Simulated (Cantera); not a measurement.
## Chlorosilane synthesis and conversion: Si + Cl2 + H2

Feed: 1 mol Si, 0.71 mol Cl2, 19 mol H2, at 2930 Torr.

Method: chemical equilibrium by Gibbs-energy minimisation in Cantera with the NASA 1993 tables (ideal gas, pure condensed phases). Candidate condensed phases: Si; 19 gas species. The tables' values for SiCl3 are old estimates; treat these amounts as uncertain. Equilibrium is a limit: real reactors are often held back by kinetics, nucleation or transport.

From 650 K to 1250 K the condensed part is Si(s). The main Si-bearing gas is SiHCl3 throughout. The share of Si in condensed phases is highest at 1250 K (67.7 %) and lowest at 650 K (56.6 %).

```json
[
 {"T (K)": "650", "x H2": "0.977", "x HCl": "4.41e-5", "x SiHCl3": "0.0135", "x SiCl4": "0.00753", "x SiH2Cl2": "0.00141", "x SiCl2": "1.14e-9", "n Si(s)": "0.566"},
 {"T (K)": "750", "x H2": "0.977", "x HCl": "0.000260", "x SiHCl3": "0.0131", "x SiCl4": "0.00770", "x SiH2Cl2": "0.00163", "x SiCl2": "6.00e-8", "n Si(s)": "0.567"},
 {"T (K)": "850", "x H2": "0.977", "x HCl": "0.00100", "x SiHCl3": "0.0126", "x SiCl4": "0.00778", "x SiH2Cl2": "0.00180", "x SiCl2": "1.22e-6", "n Si(s)": "0.571"},
 {"T (K)": "950", "x H2": "0.975", "x HCl": "0.00286", "x SiHCl3": "0.0120", "x SiCl4": "0.00767", "x SiH2Cl2": "0.00190", "x SiCl2": "1.28e-5", "n Si(s)": "0.581"},
 {"T (K)": "1050", "x H2": "0.973", "x HCl": "0.00659", "x SiHCl3": "0.0111", "x SiCl4": "0.00724", "x SiH2Cl2": "0.00194", "x SiCl2": "8.35e-5", "n Si(s)": "0.602"},
 {"T (K)": "1150", "x H2": "0.968", "x HCl": "0.0128", "x SiHCl3": "0.00974", "x SiCl4": "0.00634", "x SiH2Cl2": "0.00188", "x SiCl2": "0.000372", "n Si(s)": "0.634"},
 {"T (K)": "1250", "x H2": "0.962", "x HCl": "0.0215", "x SiHCl3": "0.00781", "x SiCl4": "0.00490", "x SiH2Cl2": "0.00169", "x SiCl2": "0.00121", "n Si(s)": "0.677"}
]
```
x: gas mole fraction; n: condensed amount in mol.
